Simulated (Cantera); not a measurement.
Mixture: CH4 : O2 : N2 : H2O = 1 : 1.82 : 6.84 : 2.1 (molar parts), equivalence ratio 1.1, at 4.93 atm, adiabatic and at constant pressure. Ignition delay is the time to a rise of 400 K.

Computed with Cantera and GRI-Mech 3.0 (53 species, 325 reactions).

Question: What does this change do: CH4 1 to 2.2 parts?

Answer: 
| quantity | before | after |
|---|---|---|
| delay at 1250 K | 7.06 ms | 11.5 ms |
| delay at 1400 K | 1.43 ms | 2.26 ms |
| delay at 1550 K | 0.311 ms | 0.465 ms |
| delay at 1700 K | 76.3 µs | 0.108 ms |
| delay at 1850 K | 23.5 µs | 31.7 µs |
| apparent activation energy between 1700 and 1850 K | 210 kJ/mol | 210 kJ/mol |
